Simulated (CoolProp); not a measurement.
Model: reference Helmholtz-energy equation of state, Lemmon 2006, in CoolProp. It is a short technical equation, of lower accuracy than the large ones.

Task: Give the vapour pressure (bar), enthalpy of vaporisation (kJ/kg), liquid viscosity (µPa s) of saturated R141b at 80.95, 100.55, 116.15 °C.

Result: 
```tsv
T (°C)	p (bar)	enthalpy of vaporisation (kJ/kg)	liquid viscosity (µPa s)
80.95	4.32	197	228
100.55	6.86	184	189
116.15	9.56	173	162
```

Viscosity comes from a separate model (Huber 2003), an estimate that may be off by 10 % or more.
